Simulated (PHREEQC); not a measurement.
## Buffer (model solution)

Consider water at 30 °C with 2 mmol/kgw HF and 0.042 mmol/kgw NH3. It is in equilibrium with CO2 at log p = -3.5 (atm). Otherwise closed; pH follows from the charge balance.

Equilibrium calculation in PHREEQC: ion-association model, phreeqc.dat.

No solid was allowed to form.

Q: Predict the pH, specific conductance, ionic strength.

A: pH 3.09; specific conductance 373 µS/cm; ionic strength 0.000877 mol/kgw.

Q: In which forms is F present?

A: HF 56 %, F- 44 % of the F.

Complexes and solids missing from the database can't appear.
